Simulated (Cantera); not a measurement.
What does this Cantera script print?

```python
import numpy as np
import cantera as ct

gas_names = """
    H NH3
""".split()
cond_names = """
    ZrN(s) ZrN(L) Zr(a) Zr(b) Zr(L)
""".split()


# ... load() reads the species with a 1 bar reference pressure and builds the phases ...
species = {s.name: s for s in load("nasa_gas.yaml", gas_names) + load("nasa_condensed.yaml", cond_names)}
# Each term lists the table entries of one substance; the one whose range holds T is used.
reactions = {
    'ZrN + 3 H(g) = NH3(g) + Zr':
        [(-1, ['ZrN(s)', 'ZrN(L)']), (-3, ['H']), (1, ['NH3']), (1, ['Zr(a)', 'Zr(b)', 'Zr(L)'])],
}


def pick(names, T):
    return next(species[n] for n in names if species[n].thermo.min_temp <= T <= species[n].thermo.max_temp)


results = []
for label, terms in reactions.items():
    print(label)
    print("     T/K   dH/kJ  dS/(J/K)   dG/kJ   log10 K")
    for T in [523, 723, 923, 1123, 1323, 1523, 1723, 1923, 2123, 2323]:
        used = [(nu, pick(names, T)) for nu, names in terms]
        dH = sum(nu * s.thermo.h(T) for nu, s in used) / 1e6
        dS = sum(nu * s.thermo.s(T) for nu, s in used) / 1e3
        dG = dH - T * dS / 1e3
        logK = -dG * 1e6 / (ct.gas_constant * T * np.log(10))
        results.append((label, T, dH, dS, dG, logK, [s.name for _, s in used]))
        print(f"{T:8g} {dH:8.1f} {dS:8.1f} {dG:8.1f} {logK:8.2f}")
```

It prints:

```
ZrN + 3 H(g) = NH3(g) + Zr
     T/K   dH/kJ  dS/(J/K)   dG/kJ   log10 K
     523   -344.1   -175.0   -252.6    25.22
     723   -351.7   -187.4   -216.2    15.62
     923   -358.2   -195.4   -177.9    10.07
    1123   -363.6   -200.7   -138.3     6.43
    1323   -365.0   -201.6    -98.3     3.88
    1523   -369.9   -205.0    -57.7     1.98
    1723   -374.2   -207.7    -16.4     0.50
    1923   -378.0   -209.7     25.4    -0.69
    2123   -381.1   -211.3     67.5    -1.66
    2323   -361.9   -202.2    107.9    -2.43
```

Source: NASA polynomial tables (part measured, part estimated), evaluated in Cantera. ZrN: taken at fixed stoichiometry. Condensed species are held in their standard states even where they would react or evaporate.
